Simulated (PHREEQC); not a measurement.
Ca(OH)2 is added in steps, without added water, to 1 kg of water holding 0.058 mol/kgw NiCl2 and 0.00024 mol/kgw NaCl, at 25 °C. Oxygen is held at 0.21 atm. No CO2 enters from the air. Solids allowed: Portlandite, Ni(OH)2, Halite. Others were left out.

Base run: PHREEQC, ion-association model, wateq4f.dat. Each further column changes one thing. The table gives pH.

```
Ca(OH)2 added (mol)   base  diluted 2-fold with water  NiCl2 replaced by NH4Cl at the same molality  no solid may form
-------------------  -----  -------------------------  --------------------------------------------  -----------------
0                     5.80                       5.90                                          5.32               5.80
0.008875              6.32                       6.47                                          8.98               9.33
0.02071               6.38                       6.66                                          9.74               9.61
0.02958               6.44                      10.88                                         11.13               9.75
0.04142               6.56                      12.18                                         12.19               9.94
0.05029               6.73                      12.32                                         12.32              10.11
0.06212              11.65                      12.32                                         12.32              10.43
0.071                12.14                      12.32                                         12.32              10.79
```

The database's Ni(OH)2 is the aged solid; a fresh precipitate is more soluble.  In at least one series the solution becomes supersaturated in solids that the run did not let form, among them Ni(OH)2. Solids allowed in the column 'NiCl2 replaced by NH4Cl at the same molality': Portlandite, Halite.
